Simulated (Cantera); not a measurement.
Cantera run:

```python
import numpy as np
import cantera as ct

gas_names = """
    C CN CO CO2 C2 CCN CNC C2N2 C2O C3 C3O2 C4 C4N2 C5 Mg MgN MgO Mg2 N NCO NO NO2 NO3 N2 N2O O O2 O3
""".split()
cond_names = """
    C(gr) Mg(cr) Mg(L) MgCO3(s) MgO(s) MgO(L)
""".split()


# ... load() reads the species with a 1 bar reference pressure and builds the phases ...
atoms = {
    'MgCO3': {'Mg': 1, 'C': 1, 'O': 3},
    'O2': {'O': 2},
    'N2': {'N': 2},
}
top_T = {'C(gr)': 4500}  # K; cautious upper limits of use, not melting points


# ... equilibrate(T, P, feed) seeds the gas with the atoms and calls Mixture.equilibrate('TP', solver="vcs", rtol=1e-11, max_steps=5000) ...
results = []
feed = {'MgCO3': 1, 'O2': 2.4, 'N2': 25}  # mol
T = 1848  # K
P = 1700000  # Pa
mix = equilibrate(T, P, feed)
results.append((T, P, feed, dict(zip(mix.species_names, mix.species_moles))))
x = sorted(zip(gas.X, gas.species_names), reverse=True)
print(f"T = {T:g} K  P = {P:g} Pa  gas = {mix.phase_moles(0):.4g} mol")
print("   x: " + "  ".join(f"{s} {v:.3e}" for v, s in x if v > 1e-06))
print("   condensed (mol): " + ("  ".join(f"{mix.phase(i).name} {mix.phase_moles(i):.4g}"
      for i in range(1, mix.n_phases) if mix.phase_moles(i) > 1e-12) or "none"))
```

Output:

```
T = 1848 K  P = 1.7e+06 Pa  gas = 28.4 mol
   x: N2 8.787e-01  O2 8.287e-02  CO2 3.520e-02  NO 3.231e-03  NO2 1.914e-05  O 1.322e-05  CO 9.900e-06
   condensed (mol): MgO(s) 1
```

Cantera equilibrium calculation (NASA polynomials, part measured and part estimated; ideal gas, pure solids and liquids).
